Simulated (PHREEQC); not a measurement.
Make-up at 25 °C: 0.0019 mol/kgw HF, 0.027 mol/kgw NaF and 1.3e-06 mol/kgw H4SiO4. It is in equilibrium with CO2 at log p = -1 (atm). Otherwise closed; pH follows from the charge balance.

The numbers come from PHREEQC with the ion-association model, phreeqc.dat.

Each row changes one thing in this solution. No solid was allowed to form.

| case | pH | ionic strength (mol/kgw) | F- (mol/kgw) | HF (mol/kgw) | HF2- (mol/kgw) | HCO3- (mol/kgw) | SI of Quartz (SiO2) |
|---|---|---|---|---|---|---|---|
| as made | 4.30 | 0.0268 | 0.0266 | 0.00170 | 0.000173 | 3.47e-5 | -5.29 |
| NaF left out | 3.08 | 0.000862 | 0.000856 | 0.00104 | 3.40e-6 | 1.87e-6 | -2.01 |
| NaF from 0.027 to 0.0297 mol/kgw | 4.34 | 0.0294 | 0.0292 | 0.00169 | 0.000189 | 3.83e-5 | -5.36 |
| temperature from 25 to 80 °C | 4.75 | 0.0267 | 0.0265 | 0.00172 | 0.000196 | 3.87e-5 | -2.75 |
| H4SiO4 from 1.3e-06 to 1.3e-05 mol/kgw | 4.31 | 0.0268 | 0.0265 | 0.00166 | 0.000169 | 3.56e-5 | -4.24 |

Away from 25 °C the constants follow the database's enthalpies or fits; those with neither stay at their 25 °C values. SiF6-2 is the database's only silicon fluoride.
